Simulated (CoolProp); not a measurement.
Vapour-liquid equilibrium of propylene (1) + R134a (2) at 1350 kPa; x and y are mole fractions of (1).

Computed with CoolProp (multi-fluid Helmholtz-energy mixture model, Lemmon 2013 and Tillner-Roth 1994; pair parameters Bell 2016).

```
x     bubble temperature (°C)  y at the bubble point  dew temperature at overall composition x (°C)  liquid density (mol/L)
----  -----------------------  ---------------------  ---------------------------------------------  ----------------------
0.05                     47.4                  0.109                                           49.3                   10.85
0.15                     41.5                  0.282                                           46.0                   11.00
0.25                     37.2                  0.407                                           42.6                   11.09
0.35                     34.1                  0.500                                           39.1                   11.15
0.45                     32.0                  0.573                                           35.8                   11.20
0.55                     30.6                  0.636                                           32.6                   11.26
0.65                     29.6                  0.696                                           30.3                   11.34
0.75                     29.2                  0.759                                           29.2                   11.44
0.85                     29.3                  0.834                                           29.4                   11.56
0.95                     30.4                  0.934                                           30.6                   11.70
```

y crosses x between x = 0.75 and 0.85: the model has an azeotrope there.

Pair parameters are fitted to limited data, so mixtures are less certain than the pure fluids.
